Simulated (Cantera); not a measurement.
**CaCO3 + H2O + O2 (calcination and drying)**

Input: 1 mol CaCO3, 6.2 mol H2O, 19 mol O2, at 0.0130 bar.

Method: chemical equilibrium by Gibbs-energy minimisation in Cantera with the NASA 1993 tables (ideal gas, pure condensed phases). Candidate condensed phases: C, C6H6, C7H8, C8H18, Ca, CaCO3, CaO, Ca(OH)2, H2O; 115 gas species. The numbers say what is thermodynamically allowed, not how fast it happens.

| T (°C) | log p O2 | log p H2O | log p CO2 | log p OH | log p O | log p H2 | log p CO | log p H | n CaO(s) |
|---|---|---|---|---|---|---|---|---|---|
| 1050 | -2.03 | -2.51 | -3.30 | -5.96 | -7.59 | -8.39 | -8.91 | -9.99 | 1.00 |
| 1150 | -2.03 | -2.51 | -3.30 | -5.51 | -6.88 | -7.69 | -8.13 | -9.02 | 1.000 |
| 1250 | -2.03 | -2.51 | -3.30 | -5.11 | -6.27 | -7.09 | -7.45 | -8.18 | 1.000 |
| 1350 | -2.03 | -2.51 | -3.30 | -4.77 | -5.73 | -6.56 | -6.86 | -7.44 | 1.000 |
| 1450 | -2.03 | -2.51 | -3.31 | -4.47 | -5.26 | -6.10 | -6.34 | -6.79 | 1.000 |
| 1550 | -2.03 | -2.52 | -3.31 | -4.20 | -4.84 | -5.68 | -5.88 | -6.20 | 1.000 |
| 1650 | -2.03 | -2.52 | -3.31 | -3.96 | -4.46 | -5.31 | -5.46 | -5.68 | 1.000 |
| 1750 | -2.03 | -2.53 | -3.31 | -3.74 | -4.11 | -4.98 | -5.09 | -5.21 | 0.999 |
log p: log10 of the partial pressure in bar; n: condensed amount in mol.

From 1050 °C to 1750 °C the condensed part is CaO(s).
